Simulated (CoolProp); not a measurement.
Model: reference Helmholtz-energy equation of state, Wagner 2002, in CoolProp.

**Question.** For water, give the phase and the speed of sound (m/s), fugacity coefficient at 347.15 °C and 2.74 MPa.

**Answer.** 
- 347.15 °C and 2.74 MPa: gas; speed of sound 592, fugacity coefficient 0.951
